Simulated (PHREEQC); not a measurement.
## Alkaline etch or developer: speciation

Make-up at 15 °C: 4 mmol/kgw NaOH and 0.75 mmol/kgw H3BO3. Closed to the air; pH follows from the charge balance.

Computed with PHREEQC (ion-association model, wateq4f.dat).

Precipitation was switched off in this run.

**Question.** Estimate the pH.

**Answer.** pH 11.83.

Complexes and solids missing from the database can't appear.
